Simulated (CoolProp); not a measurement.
Properties of R113 along the isobar 101 kPa (Tc = 214.1 °C, pc = 3392 kPa, ω = 0.253).

Computed with CoolProp (reference Helmholtz-energy equation of state, Marx 1992).

```
T (°C)  phase  density (kg/m³)  cp (kJ/(kg K))  Joule-Thomson coefficient (K/MPa)
------  -----  ---------------  --------------  ---------------------------------
114.25    gas            6.004          0.7386                                  …
125.15    gas            5.829               …                              15.04
136.05    gas            5.664          0.7538                              13.97
147.05    gas            5.507          0.7612                                  …
157.95    gas            5.361          0.7683                              12.17
168.85    gas            5.222               …                              11.42
179.75    gas            5.091          0.7819                              10.73
190.65    gas            4.967          0.7883                              10.12
201.55    gas            4.848               …                              9.554
212.45    gas            4.736          0.8006                              9.039
223.35    gas            4.628          0.8064                                  …
```

### Question
Fill in the missing entries.

### Answer

- 114.25, Joule-Thomson coefficient (K/MPa): 16.26
- 125.15, cp (kJ/(kg K)): 0.7463
- 147.05, Joule-Thomson coefficient (K/MPa): 13.01
- 168.85, cp (kJ/(kg K)): 0.7752
- 201.55, cp (kJ/(kg K)): 0.7946
- 223.35, Joule-Thomson coefficient (K/MPa): 8.567
